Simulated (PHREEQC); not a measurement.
Solution (25 °C): 0.0021 mol/kgw NH4HF2, 0.00036 mol/kgw (NH4)2SiF6, 0.022 mol/kgw H3AsO4 and 0.11 mol/kgw HCl. Closed to the air; pH follows from the charge balance.

The numbers come from PHREEQC with the ion-association model, wateq4f.dat.

This is a speciation only: nothing precipitates in the calculation.

**Question.** What pH does the model give?

**Answer.** pH 1.05.

**Question.** In which forms is F present?

**Answer.** HF 80 %, SiF6-2 17 %, H2F2 2.2 %, F- 0.8 % of the F.

Saturation is exceeded, for instance for Quartz (slow to form); the values hold only as long as no solid forms. SiF6-2 is the database's only silicon fluoride.
